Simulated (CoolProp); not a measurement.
n-perfluorohexane along the isotherm 176.85 °C: density (kg/m³) from the reference equation and from simpler models built on Tc = 174.9 °C, pc = 1.742 MPa, ω = 0.497; each cubic takes its own stable root.

Model: reference Helmholtz-energy equation of state, Gao 2022, in CoolProp.

```csv
p (MPa),phase,reference,van der Waals,Redlich-Kwong,Soave-Redlich-Kwong
0.435,gas,43.29,42.65,43.14,43.12
0.871,gas,98.48,94.94,97.39,97.27
1.31,gas,179.8,167.1,174.7,174.1
1.74,gas,382.9,330.6,353.2,342.8
2.18,supercritical,957.8,623.4,736.4,727.9
2.61,supercritical,1028,673.6,809.5,803.7
3.05,supercritical,1071,707.1,858.9,854.3
3.48,supercritical,1102,731.9,896.0,892.0
3.92,supercritical,1126,752.6,927.2,923.6
4.35,supercritical,1147,769.7,953.2,950.0
```
